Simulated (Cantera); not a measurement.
Predominance diagram of Li at 1025 K against the partial pressures of O2 and H2O (log10, bar). Cantera with NASA thermochemical tables; ideal gases at 1 bar, condensed phases pure. Candidates: Li(l), LiH(l), LiOH(l), Li2O(s). Only these pure phases compete in this equilibrium. Not in the tables: the peroxide.

```
log p(H2O) \ log p(O2)
        columns: -15, -14.3, -13.6, -12.9, -12.2, -11.5, -10.8, -10.1, -9.4, -8.7, -8, -7.3, -6.7, -6, -5.3, -4.6, -3.9, -3.2, -2.5, -1.8, -1.1, -0.4, 0.3, 1
      0  A A A A A A A A A A A A A A A A A A A A A A A A
   -1.7  B B B B B B B B B B B B B B B B B B B B B B B B
   -3.4  B B B B B B B B B B B B B B B B B B B B B B B B
   -5.1  B B B B B B B B B B B B B B B B B B B B B B B B
   -6.8  B B B B B B B B B B B B B B B B B B B B B B B B
   -8.5  B B B B B B B B B B B B B B B B B B B B B B B B
  -10.2  B B B B B B B B B B B B B B B B B B B B B B B B
  -11.9  B B B B B B B B B B B B B B B B B B B B B B B B
  -13.6  B B B B B B B B B B B B B B B B B B B B B B B B
  -15.3  B B B B B B B B B B B B B B B B B B B B B B B B
    -17  B B B B B B B B B B B B B B B B B B B B B B B B
```

A: LiOH(l); B: Li2O(s).
